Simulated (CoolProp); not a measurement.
Aqueous potassium acetate as a coolant, 9 % by mass, freezing at -4.0 °C, 1 atm.

Model: Melinder's fits for secondary coolants, in CoolProp.

```tsv
T (°C)	viscosity (mPa s)	density (kg/m³)	cp (kJ/(kg K))	Prandtl number
-2.8	2.44	1051	3.837	17.6
3.4	1.97	1050	3.840	14.0
9.5	1.64	1049	3.844	11.4
15.7	1.39	1047	3.849	9.51
21.9	1.19	1046	3.855	8.05
28	1.04	1044	3.860	6.93
34.2	0.916	1042	3.865	6.01
```
